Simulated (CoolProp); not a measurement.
Values from CoolProp's reference Helmholtz-energy equation of state, Thol 2018.

### Question
Give the vapour pressure (kPa), vapour density (kg/m³), enthalpy of vaporisation (kJ/kg), liquid cp (kJ/(kg K)) of saturated hydrogen chloride at -93.15, -88.65, -68.25 °C.

### Answer
| T (°C) | p (kPa) | vapour density (kg/m³) | enthalpy of vaporisation (kJ/kg) | liquid cp (kJ/(kg K)) |
|---|---|---|---|---|
| -93.15 | 62.3 | 1.55 | 452 | 1.66 |
| -88.65 | 81.9 | 2.00 | 448 | 1.66 |
| -68.25 | 241 | 5.44 | 425 | 1.68 |
